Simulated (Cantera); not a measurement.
Ammonia decomposition in nitride growth gas

A perfectly stirred reactor is fed with 70.9 % NH3, 29.1 % N2, at 1.00 bar; it is held at 1748 K, and followed from long to short residence time.

Detailed kinetics in Cantera: the gas-phase N/H chemistry of the illustrative SiF4/NH3 mechanism in the Surface Chemkin manual (1991). Walls and surfaces, which speed up NH3 decomposition in real reactors, are not modelled.

| τ (s) | x NH3 | x NH | x N2 | x N | x H |
|---|---|---|---|---|---|
| 2.1 | 0.204 | 9.54e-7 | 0.353 | 4.39e-8 | 8.24e-5 |
| 0.47 | 0.417 | 1.29e-6 | 0.326 | 4.58e-8 | 3.96e-5 |
| 0.10 | 0.609 | 1.35e-6 | 0.303 | 3.35e-8 | 1.24e-5 |
| 0.022 | 0.684 | 1.14e-6 | 0.294 | 1.36e-8 | 3.17e-6 |
| 0.0049 | 0.703 | 9.24e-7 | 0.291 | 3.44e-9 | 7.58e-7 |
| 0.0011 | 0.708 | 7.10e-7 | 0.291 | 7.72e-10 | 1.83e-7 |
| 0.00024 | 0.709 | 2.79e-7 | 0.291 | 1.50e-10 | 5.28e-8 |
x: mole fraction; the columns are a selection and need not sum to one.
